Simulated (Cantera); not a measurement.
An isothermal, constant-pressure homogeneous reactor starts with CO : O₂ : H₂O : N₂ = 0.0016 : 0.027 : 0.0018 : 1 (molar parts), at 1075 K and 9.80 bar. Integrator tolerance rtol = 1e-08.

Detailed kinetics in Cantera: GRI-Mech 3.0 (53 species, 325 reactions).

**Question.** What does this change do: temperature 1075 to 1500 K?

**Answer.** 
```tsv
quantity	before	after
x(CO) at 10.0 s	2.20e-5 (gas-phase equilibrium 2.04e-12)	1.53e-8 (gas-phase equilibrium 1.54e-8)
x(O₂) at 10.0 s	0.0255 (gas-phase equilibrium 0.0254)	0.0254 (gas-phase equilibrium 0.0252)
x(H₂O) at 10.0 s	0.00175 (gas-phase equilibrium 0.00175)	0.00175 (gas-phase equilibrium 0.00175)
x(NO) at 10.0 s	2.45e-10 (gas-phase equilibrium 2.62e-5)	1.24e-6 (gas-phase equilibrium 0.000473)
x(H₂O₂) at 10.0 s	2.98e-10 (gas-phase equilibrium 6.01e-12)	1.81e-10 (gas-phase equilibrium 1.80e-10)
x(NO₂) at 10.0 s	3.75e-9 (gas-phase equilibrium 9.41e-7)	7.20e-9 (gas-phase equilibrium 2.74e-6)
x(O) at 10.0 s	1.23e-9 (gas-phase equilibrium 6.73e-11)	2.08e-7 (gas-phase equilibrium 2.07e-7)
```
